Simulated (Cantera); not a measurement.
Charge: 1 mol SiH4, 0.013 mol C3H8, 1.4 mol H2, at 2023 K and 0.610 bar.

Cantera equilibrium calculation (NASA polynomials, part measured and part estimated; ideal gas, pure solids and liquids). Candidate condensed phases: C, C6H6, C7H8, C8H18, Si, SiC; 87 gas species. Mutual solubility and eutectic melting of coexisting phases are not modelled. Gases not in the tables: Si2H6 and higher silanes. Kinetics and transport are ignored.

Base state: H2 0.997, H 0.00243, SiH2 0.000121, Si 9.33e-5, SiH 4.68e-5, CH4 1.45e-5 (mole fractions); condensed: Si(l) + SiC(s).

Problem. What changes in the equilibrium state with this change: temperature from 2023 K to 1300 K?

Solution. 
| species | before | after |
|---|---|---|
| H2 | 0.997 | 1.000 |
| CH4 | 1.45e-5 | 1.42e-5 |
| H | 0.00243 | 1.42e-6 |
| SiH2 | 0.000121 | 7.65e-8 |
| Si | 9.33e-5 | <1e-9 |
| SiH | 4.68e-5 | <1e-9 |
| Si(l), mol | 0.960 | 0 |
| SiC(s), mol | 0.0389 | 0.0390 |
| Si(s), mol | 0 | 0.961 |
